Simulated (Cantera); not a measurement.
Charge: 1 mol Si₃H₈, 0.03 mol HCl, 3.5 mol N₂, 0.16 mol Cl₂, held at 1648 K and 110 Pa.

Method: chemical equilibrium by Gibbs-energy minimisation in Cantera with the NASA 1993 tables (ideal gas, pure condensed phases). Candidate condensed phases: NH₄Cl, Si, Si₃N₄; 28 gas species. The feed counts by its element totals alone. The tables' values for SiCl, SiCl₃ are old estimates; treat these amounts as uncertain. Rates play no part.

What is the equilibrium state?


```
Quantity       Result
----------  ---------
x(H₂)           0.505
x(N₂)           0.455
x(HCl)         0.0314
x(SiCl₂)      0.00693
x(H)          0.00191
x(Si)        0.000234
x(Cl)         9.30e-5
x(SiCl)       7.94e-5
x(SiCl₃)      1.07e-5
n(Si(s))     2.94 mol
gas amount  7.700 mol
```
